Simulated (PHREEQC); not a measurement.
Dissolve 8.5 mmol/kgw NaHCO3 and 3.2 mmol/kgw Na2HPO4 at 25 °C. Closed to the air; pH follows from the charge balance.

Computed with PHREEQC (ion-association model, wateq4f.dat).

| quantity | before | after |
|---|---|---|
| pH | 8.43 | 8.48 |
| ionic strength (mol/kgw) | 0.0180 | 0.0226 |
| HCO3- (mol/kgw) | 0.00821 | 0.00818 |
| CO3-2 (mol/kgw) | 0.000153 | 0.000175 |
| H2PO4- (mol/kgw) | 0.000122 | 0.000160 |
| SI of Nahcolite (NaHCO3) | -3.48 | -3.41 |
| SI of Natron (Na2CO3:10H2O) | -6.50 | -6.31 |

Q: Name the change that produced these shifts.
A. NaHCO3 from 0.0085 to 0.00425 mol/kgw
B. Na2HPO4 from 0.0032 to 0.0048 mol/kgw
C. temperature from 25 to 35 °C
D. Na2HPO4 from 0.0032 to 0.00032 mol/kgw

A: B, Na2HPO4 from 0.0032 to 0.0048 mol/kgw

Precipitation was switched off in this run. H3PO4, which wateq4f.dat lacks, is added to it with the constant of phreeqc.dat.
